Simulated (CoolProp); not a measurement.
n-perfluorohexane along the isotherm 434.5 K: fugacity coefficient from the reference equation and from simpler models built on Tc = 448.0 K, pc = 1.742 MPa, ω = 0.497; each cubic takes its own stable root.

Values from CoolProp's reference Helmholtz-energy equation of state, Gao 2022.

```csv
p (MPa),phase,reference
0.0275,gas,0.9938
0.0565,gas,0.9874
0.116,gas,0.9741
0.238,gas,0.9470
0.49,gas,0.8914
1.01,gas,0.7768
2.06,liquid,0.4852
4.24,liquid,0.2802
8.71,liquid,0.1893
```

Task: How far does each simpler model (van der Waals, Redlich-Kwong, Peng-Robinson) lie from the reference over these 9 states: mean and median of the absolute difference, and the worst?

Result: 
- van der Waals: mean 12.5 %, median 2.1 %, worst +54.6 % at 434.5 K and 8.71 MPa
- Redlich-Kwong: mean 5.1 %, median 0.6 %, worst +20.7 % at 434.5 K and 8.71 MPa
- Peng-Robinson: mean 0.9 %, median 0.4 %, worst +3.2 % at 434.5 K and 8.71 MPa
